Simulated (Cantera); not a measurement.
Standard-state values (1 bar) from the NASA 1993 polynomials, evaluated with Cantera. Values are per mole of reaction as written; species without (g) are pure solids or liquids, kept so even where they would boil at 1 bar.

Problem. Between 300 and 1298 K, where is each reaction favourable under standard conditions?
- CO2(g) + 2 Pb ⇌ 2 PbO + C
- CO(g) + Pb(g) ⇌ PbO(g) + C

Solution. 
- CO2(g) + 2 Pb ⇌ 2 PbO + C: ΔG° is 16 kJ at 300 K and 209 kJ at 1298 K; it stays positive (K < 1). ΔH° is 19 kJ and ΔS° -146 J/K at 1298 K.
- CO(g) + Pb(g) ⇌ PbO(g) + C: ΔG° is 24 kJ at 300 K and 152 kJ at 1298 K; it stays positive (K < 1). ΔH° is -12 kJ and ΔS° -127 J/K at 1298 K.
